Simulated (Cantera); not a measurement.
Charge: 1 mol SiCl₄, 0.47 mol N₂O, 66 mol N₂, held at 1175 K and 13300 Pa.

Cantera equilibrium calculation (NASA polynomials, part measured and part estimated; ideal gas, pure solids and liquids). Candidate condensed phases: Si, SiO₂, Si₂N₂O, Si₃N₄; 23 gas species. The tables hold silica as quartz up to 1696 K and as liquid above; real silica turns to tridymite and cristobalite and melts near 1996 K. The numbers say what is thermodynamically allowed, not how fast it happens.

Base state: N₂ 0.981, SiCl₄ 0.0113, Cl₂ 0.00654, Cl 0.000802 (mole fractions); condensed: SiO₂(β-quartz).

Q: What changes in the equilibrium state with this change: N₂O from 0.47 to 12 mol?

A: 
| species | before | after |
|---|---|---|
| N₂ | 0.981 | 0.917 |
| O₂ | <1e-9 | 0.0587 |
| Cl₂ | 0.00654 | 0.0228 |
| SiCl₄ | 0.0113 | <1e-9 |
| NO | 1.35e-9 | 9.18e-5 |
| Cl | 0.000802 | 0.00150 |
| SiO₂(β-quartz), mol | 0.235 | 1.00 |
